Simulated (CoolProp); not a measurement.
Vapour-liquid equilibrium of CH2F2 (R32) (1) + R236FA (2) at 0.0598 MPa; x and y are mole fractions of (1).

Values from CoolProp's multi-fluid Helmholtz-energy mixture model, Tillner-Roth 1997 and Pan 2012; pair parameters Bell 2016.

```tsv
x	bubble temperature, mixture model (K)	bubble temperature, Raoult's law (K)	y, mixture model	y, Raoult's law
0.05	252.6	252.4	0.317	0.330
0.15	241.5	242.0	0.654	0.653
0.25	233.7	234.8	0.804	0.798
0.35	228.1	229.4	0.878	0.874
0.45	224.0	225.2	0.920	0.918
0.55	220.9	221.8	0.945	0.947
0.65	218.3	219.0	0.963	0.966
0.75	216.2	216.5	0.976	0.980
0.85	214.3	214.4	0.987	0.990
0.95	212.5	212.5	0.996	0.997
```

The largest gap from Raoult's law is -1.3 K in bubble temperature, at x = 0.35. No azeotrope shows between x = 0.05 and 0.95.

The pair parameters rest on a limited set of measurements; away from them the model extrapolates. The gap from Raoult's law changes sign with composition, which may be real or a fault of the pair parameters; it wasn't checked against measurements.
